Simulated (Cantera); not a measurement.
A freely propagating, adiabatic, planar premixed flame of 9.04 % CH₄, 18.6 % O₂, 70.1 % N₂, 2.26 % H₂O, equivalence ratio 0.97, unburnt at 325 K and 500000 Pa; mixture-averaged transport, grid criteria slope 0.08 and curve 0.16, no radiation.

Detailed kinetics in Cantera: GRI-Mech 3.0 (53 species, 325 reactions). Burning velocities carry a grid error of a few per cent, more on coarse grids.

Question: Predict: laminar burning velocity; thermal thickness; peak x(C₂H₆).

Answer: 
| Item | Value |
|---|---|
| laminar burning velocity | 18.9 cm/s |
| thermal thickness | 0.169 mm |
| peak x(C₂H₆) | 0.000640 |
